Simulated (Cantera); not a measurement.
Chemical vapour transport: AlN + Cl₂

Feed: 1 mol AlN, 0.42 mol Cl₂, equilibrated at 0.100 bar.

Method: chemical equilibrium by Gibbs-energy minimisation in Cantera with the NASA 1993 tables (ideal gas, pure condensed phases). Candidate condensed phases: Al, AlCl₃, AlN; 11 gas species. The tables' values for AlCl₂ are old estimates; treat these amounts as uncertain. Kinetics and transport are ignored.

```json
[
 {"T (°C)": "527", "x AlCl₃": "0.538", "x N₂": "0.366", "x Al₂Cl₆": "0.0966", "x AlCl₂": "5.44e-9", "x AlCl": "<1e-12", "x Cl": "3.43e-12", "n AlN(s)": "0.720"},
 {"T (°C)": "577", "x AlCl₃": "0.609", "x N₂": "0.348", "x Al₂Cl₆": "0.0436", "x AlCl₂": "3.90e-8", "x AlCl": "1.61e-12", "x Cl": "2.33e-11", "n AlN(s)": "0.720"},
 {"T (°C)": "627", "x AlCl₃": "0.641", "x N₂": "0.340", "x Al₂Cl₆": "0.0192", "x AlCl₂": "2.15e-7", "x AlCl": "2.60e-11", "x Cl": "1.26e-10", "n AlN(s)": "0.720"},
 {"T (°C)": "677", "x AlCl₃": "0.655", "x N₂": "0.336", "x Al₂Cl₆": "0.00886", "x AlCl₂": "9.66e-7", "x AlCl": "3.09e-10", "x Cl": "5.70e-10", "n AlN(s)": "0.720"},
 {"T (°C)": "727", "x AlCl₃": "0.661", "x N₂": "0.335", "x Al₂Cl₆": "0.00434", "x AlCl₂": "3.71e-6", "x AlCl": "2.85e-9", "x Cl": "2.21e-9", "n AlN(s)": "0.720"},
 {"T (°C)": "777", "x AlCl₃": "0.664", "x N₂": "0.334", "x Al₂Cl₆": "0.00227", "x AlCl₂": "1.24e-5", "x AlCl": "2.11e-8", "x Cl": "7.55e-9", "n AlN(s)": "0.720"},
 {"T (°C)": "827", "x AlCl₃": "0.665", "x N₂": "0.334", "x Al₂Cl₆": "0.00126", "x AlCl₂": "3.73e-5", "x AlCl": "1.30e-7", "x Cl": "2.30e-8", "n AlN(s)": "0.720"},
 {"T (°C)": "877", "x AlCl₃": "0.666", "x N₂": "0.334", "x Al₂Cl₆": "0.000738", "x AlCl₂": "0.000101", "x AlCl": "6.81e-7", "x Cl": "6.39e-8", "n AlN(s)": "0.720"},
 {"T (°C)": "927", "x AlCl₃": "0.666", "x N₂": "0.333", "x Al₂Cl₆": "0.000453", "x AlCl₂": "0.000253", "x AlCl": "3.10e-6", "x Cl": "1.63e-7", "n AlN(s)": "0.720"},
 {"T (°C)": "977", "x AlCl₃": "0.666", "x N₂": "0.333", "x Al₂Cl₆": "0.000290", "x AlCl₂": "0.000585", "x AlCl": "1.25e-5", "x Cl": "3.87e-7", "n AlN(s)": "0.720"},
 {"T (°C)": "1027", "x AlCl₃": "0.665", "x N₂": "0.333", "x Al₂Cl₆": "0.000192", "x AlCl₂": "0.00127", "x AlCl": "4.50e-5", "x Cl": "8.58e-7", "n AlN(s)": "0.720"},
 {"T (°C)": "1077", "x AlCl₃": "0.664", "x N₂": "0.333", "x Al₂Cl₆": "0.000131", "x AlCl₂": "0.00259", "x AlCl": "0.000147", "x Cl": "1.80e-6", "n AlN(s)": "0.720"},
 {"T (°C)": "1127", "x AlCl₃": "0.661", "x N₂": "0.333", "x Al₂Cl₆": "9.22e-5", "x AlCl₂": "0.00500", "x AlCl": "0.000441", "x Cl": "3.56e-6", "n AlN(s)": "0.719"},
 {"T (°C)": "1177", "x AlCl₃": "0.656", "x N₂": "0.333", "x Al₂Cl₆": "6.60e-5", "x AlCl₂": "0.00921", "x AlCl": "0.00122", "x Cl": "6.75e-6", "n AlN(s)": "0.718"}
]
```
x: gas mole fraction; n: condensed amount in mol.

From 527 °C to 1177 °C the condensed part is AlN(s). The main Al-bearing gas is AlCl₃ throughout.
